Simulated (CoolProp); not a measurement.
Vapour-liquid equilibrium of R134a (1) + R236FA (2) at 304.1 K; x and y are mole fractions of (1).

Computed with CoolProp (multi-fluid Helmholtz-energy mixture model, Tillner-Roth 1994 and Pan 2012; pair parameters Bell 2016).

```tsv
x	bubble pressure, mixture model (MPa)	bubble pressure, Raoult's law (MPa)	y, mixture model	y, Raoult's law
0.05	0.3513	0.3533	0.100	0.112
0.2	0.4151	0.4225	0.344	0.375
0.35	0.4807	0.4917	0.529	0.563
0.5	0.5483	0.5608	0.675	0.706
0.65	0.6183	0.6300	0.794	0.817
0.8	0.6909	0.6992	0.892	0.906
0.95	0.7659	0.7684	0.975	0.979
```

The largest gap from Raoult's law is -2.2 % in bubble pressure, at x = 0.35. No azeotrope shows between x = 0.05 and 0.95.

Pair parameters are fitted to limited data, so mixtures are less certain than the pure fluids.
